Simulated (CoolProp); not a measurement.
Properties of R227EA at several states (Tc = 374.9 K, pc = 2.925 MPa, ω = 0.358).

The numbers come from the reference Helmholtz-energy equation of state, Lemmon 2016 in CoolProp.

```
T (K)  p (MPa)   phase  isothermal compressibility (1/MPa)  fugacity coefficient
-----  -------  ------  ----------------------------------  --------------------
409.1   0.0582     gas                               17.27                0.9950
419.7    0.112     gas                               9.008                0.9912
161.3    0.443  liquid                                 ___                   ___
300.3    0.045     gas                               22.49                0.9884
190.8   0.0107  liquid                                 ___                0.1568
198.8     4.56  liquid                                 ___             0.0009454
```

**Question.** Complete the blanks.

**Answer.** 
- 161.3, isothermal compressibility (1/MPa): 0.0007644
- 161.3, fugacity coefficient: 0.0001582
- 190.8, isothermal compressibility (1/MPa): 0.001065
- 198.8, isothermal compressibility (1/MPa): 0.001104
